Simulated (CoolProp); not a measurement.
Hexamethyldisiloxane (MM) along the isobar 101 kPa: Z from the reference equation and from simpler models built on Tc = 245.6 °C, pc = 1931 kPa, ω = 0.418; each cubic takes its own stable root.

Computed with CoolProp (reference Helmholtz-energy equation of state, Thol 2016).

```
T (°C)   phase  reference
------  ------  ---------
43.55   liquid   0.008418
77.55   liquid   0.008011
111.65     gas     0.9437
145.65     gas     0.9592
179.75     gas     0.9693
213.75     gas     0.9763
247.75     gas     0.9814
281.85     gas     0.9852
```

Problem. How far does each simpler model (Redlich-Kwong, Soave-Redlich-Kwong) lie from the reference over these 8 states: mean and median of the absolute difference, and the worst?

Solution. 
- Redlich-Kwong: mean 1463.4 %, median 0.6 %, worst +11691.3 % at 77.55 °C and 101 kPa
- Soave-Redlich-Kwong: mean 1.9 %, median 0.2 %, worst +7.2 % at 43.55 °C and 101 kPa

At some of these states Redlich-Kwong gives the other phase, because its saturation line lies elsewhere.
